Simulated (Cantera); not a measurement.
Mixture: H2 : O2 : N2 = 1 : 0.769 : 4.85 (molar parts), at 5480 Torr, adiabatic and at constant volume. Ignition delay is the time to a rise of 400 K.

Model: the H2/O2 subset of GRI-Mech 3.0, which has no nitrogen chemistry, integrated in Cantera. The hydrogen kinetics of GRI-Mech 3.0 are dated; newer H2 mechanisms differ, most at raised pressure. Below about 950 K walls govern HO2 and H2O2 in real vessels.

Question: What does this change do: O2 0.769 to 0.52 parts?

Answer: 
```
quantity           before     after
---------------  --------  --------
delay at 900 K    0.204 s   0.203 s
delay at 975 K    27.4 ms   27.7 ms
delay at 1050 K   4.21 ms   4.28 ms
delay at 1125 K  0.547 ms  0.558 ms
delay at 1200 K   28.4 µs   35.2 µs
delay at 1275 K   9.39 µs   11.9 µs
```

Question: What does this change do: pressure from 5480 Torr to 2630 Torr?

Answer: 
```tsv
quantity	before	after
delay at 900 K	0.204 s	0.307 s
delay at 975 K	27.4 ms	32.7 ms
delay at 1050 K	4.21 ms	2.46 ms
delay at 1125 K	0.547 ms	62.2 µs
delay at 1200 K	28.4 µs	24.5 µs
delay at 1275 K	9.39 µs	14.7 µs
```
